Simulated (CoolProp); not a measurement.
Tetrahydrofuran at 298.15 K and 0.0126 MPa is throttled through a valve to 0.00526 MPa with no heat exchange. Each further row changes one setting.

The numbers come from the reference Helmholtz-energy equation of state, Fiedler 2023 in CoolProp.

```tsv
case	temperature change (K)	final density (kg/m³)
as stated	(withheld)	0.153
outlet pressure 0.00158 MPa	-0.4	0.0461
outlet pressure 0.00684 MPa	(withheld)	(withheld)
```

Problem. Some entries are withheld; supply them.

Solution. 
- as stated, temperature change (K): -0.3
- outlet pressure 0.00684 MPa, temperature change (K): -0.2
- outlet pressure 0.00684 MPa, final density (kg/m³): 0.200
